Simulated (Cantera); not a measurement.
A perfectly stirred reactor is fed with H2 : O2 : N2 : H2O = 1 : 0.455 : 4.55 : 1.5 (molar parts), equivalence ratio 1.1, at 5.00 bar; it is adiabatic with a 800 K inlet, and is followed from long to short residence time, starting on the burning branch (τ in s: 0.44, 0.19, 0.085, 0.037, 0.016, 0.0071, 0.0031, 0.0014, 0.00059, 0.00026, 0.00011, 4.9e-05, 2.2e-05).

Model: the H2/O2 subset of GRI-Mech 3.0, which has no nitrogen chemistry, integrated in Cantera. The hydrogen kinetics of GRI-Mech 3.0 are dated; newer H2 mechanisms differ, most at raised pressure.

**Question.** What does this change do: N2 4.55 to 2.9 parts?

**Answer.** 
```tsv
quantity	before	after
blow-out, bracketed by the residence times tried	burning at 49.0 µs, out at 22.0 µs	burning at 22.0 µs, the shortest tried
x(H2) at τ = 0.440 s	0.0129	0.0168
x(O2) at τ = 0.440 s	5.17e-5	4.21e-5
x(H2O) at τ = 0.440 s	0.342	0.446
x(H) at τ = 0.440 s	6.49e-5	8.36e-5
x(O) at τ = 0.440 s	3.53e-7	6.56e-7
x(H2) at τ = 3.10 ms	0.0148	0.0190
x(O2) at τ = 3.10 ms	0.000991	0.00103
x(H2O) at τ = 3.10 ms	0.339	0.442
x(H) at τ = 3.10 ms	0.000576	0.000706
x(O) at τ = 3.10 ms	2.31e-5	3.71e-5
```
